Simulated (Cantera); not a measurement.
Input: 1 mol PbO, 0.26 mol H2, equilibrated at 1423 K and 0.323 Torr.

Equilibrium computed with Cantera from the NASA thermochemical tables; the gas is ideal and each condensed phase is pure. Candidate condensed phases: H2O, Pb, PbO, PbO2, Pb3O4; 12 gas species. Gases not in the tables: (PbO)n polymers. The numbers say what is thermodynamically allowed, not how fast it happens.

Base state: PbO 0.463, Pb 0.292, H2O 0.196, O2 0.0478, OH 0.000259, H2 2.77e-5, O 1.42e-5 (mole fractions); condensed: gas only.

What changes in the equilibrium state with this change: temperature from 1423 K to 623.15 K?


```json
[
 {"species": "H2O", "before": "0.196", "after": "1.000"},
 {"species": "H2", "before": "2.77e-5", "after": "2.19e-5"},
 {"species": "Pb", "before": "0.292", "after": "4.87e-8"},
 {"species": "PbO", "before": "0.463", "after": "<1e-9"},
 {"species": "O2", "before": "0.0478", "after": "<1e-9"},
 {"species": "OH", "before": "0.000259", "after": "<1e-9"},
 {"species": "O", "before": "1.42e-5", "after": "<1e-9"},
 {"species": "Pb(l), mol", "before": "0", "after": "0.260"},
 {"species": "PbO(red), mol", "before": "0", "after": "0.740"}
]
```
